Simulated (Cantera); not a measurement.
## Adiabatic ignition

An adiabatic, constant-volume homogeneous reactor starts with 7.32 % CH4, 19.5 % O2, 73.2 % N2, at 1025 K and 3.60 bar.

Detailed kinetics in Cantera: GRI-Mech 3.0 (53 species, 325 reactions).

```tsv
t (s)	T (K)	P (bar)	x CH4	x O2	x NO	x N2O	x H2O
3.00e-6	1025	3.60	0.0732	0.195	<1e-12	<1e-12	<1e-12
1.02e-5	1025	3.60	0.0732	0.195	<1e-12	<1e-12	2.42e-12
3.44e-5	1025	3.60	0.0732	0.195	<1e-12	<1e-12	2.89e-11
0.000116	1025	3.60	0.0732	0.195	<1e-12	<1e-12	3.41e-10
0.000393	1025	3.60	0.0732	0.195	<1e-12	<1e-12	4.20e-9
0.00133	1025	3.60	0.0732	0.195	<1e-12	<1e-12	6.06e-8
0.00451	1025	3.60	0.0732	0.195	<1e-12	<1e-12	1.10e-6
0.0152	1025	3.60	0.0731	0.195	<1e-12	3.65e-12	1.11e-5
0.0516	1026	3.60	0.0731	0.195	<1e-12	2.70e-11	8.27e-5
0.175	2685	9.53	<1e-12	0.0439	0.0136	2.24e-6	0.136
0.591	2685	9.53	<1e-12	0.0439	0.0136	2.24e-6	0.136
2.00	2685	9.53	<1e-12	0.0439	0.0136	2.24e-6	0.136
```
x: mole fraction; the columns are a selection and need not sum to one.

```
Item                                                              Result
---------------------------------  -------------------------------------
time of steepest temperature rise                                0.149 s
temperature at 2.00 s                                             2685 K
equilibrium temperature                                           2685 K
x(CH4) at 2.00 s                   <1e-12 (gas-phase equilibrium <1e-12)
x(O2) at 2.00 s                    0.0439 (gas-phase equilibrium 0.0439)
x(NO) at 2.00 s                    0.0136 (gas-phase equilibrium 0.0136)
```
